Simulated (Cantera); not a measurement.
Cantera run:

```python
import numpy as np
import cantera as ct

gas_names = [...]  # 113 gases of nasa_gas.yaml made of C, F, H, Si
cond_names = """
    C(gr) C6H6(L) C7H8(L) C8H18(L),n-octa Si(cr) Si(L) SiC(b)
""".split()


# ... load() reads the species with a 1 bar reference pressure and builds the phases ...
atoms = {
    'SiF4': {'Si': 1, 'F': 4},
    'C3H8': {'C': 3, 'H': 8},
    'H2': {'H': 2},
}
top_T = {'C(gr)': 4500, 'SiC(b)': 3050}  # K; cautious upper limits of use, not melting points


# ... equilibrate(T, P, feed) seeds the gas with the atoms and calls Mixture.equilibrate('TP', solver="vcs", rtol=1e-11, max_steps=5000) ...
results = []
feed = {'SiF4': 1, 'C3H8': 0.074, 'H2': 680}  # mol
T = 1398.15  # K
P = 1333.22  # Pa
mix = equilibrate(T, P, feed)
results.append((T, P, feed, dict(zip(mix.species_names, mix.species_moles))))
print(gas.report(threshold=1e-06))
for i in range(1, mix.n_phases):
    print(f"{mix.phase(i).name:16s} {mix.phase_moles(i):12.5e} mol")
```

It prints:

```
       temperature   1398.2 K
          pressure   1333.2 Pa
           density   0.00024723 kg/m^3
  mean mol. weight   2.1557 kg/kmol
   phase of matter   gas

                          1 kg             1 kmol
                     ---------------   ---------------
          enthalpy        1.4406e+07        3.1055e+07  J
   internal energy        9.0131e+06         1.943e+07  J
           entropy             98842        2.1308e+05  J/K
    Gibbs function       -1.2379e+08       -2.6686e+08  J
 heat capacity c_p             14852             32017  J/K
 heat capacity c_v             10995             23702  J/K

                      mass frac. Y      mole frac. X     chem. pot. / RT
                     ---------------   ---------------   ---------------
               CH4        4.0111e-05        5.3898e-06           -49.876
                 H        1.9173e-05        4.1004e-05            -11.36
                HF          0.016506         0.0017786           -57.675
                H2           0.93241           0.99703           -22.721
              SiF2         0.0020339         6.635e-05           -100.02
              SiF3          0.010399        0.00026348           -146.33
              SiF4          0.034814        0.00072108           -192.65
             SiHF3         0.0036116        9.0436e-05           -157.69
            SiH2F2        0.00016686        5.2823e-06           -122.74
     [ +104 minor]        3.2382e-06        1.6427e-07

C(gr)             0.00000e+00 mol
Si(cr)            0.00000e+00 mol
SiC(b)            2.18294e-01 mol
```

These are equilibrium values from Cantera (NASA tables, ideal gas, pure condensed phases), not measurements of a reactor. The tables' values for SiF3, SiF2 are old estimates; treat these amounts as uncertain.
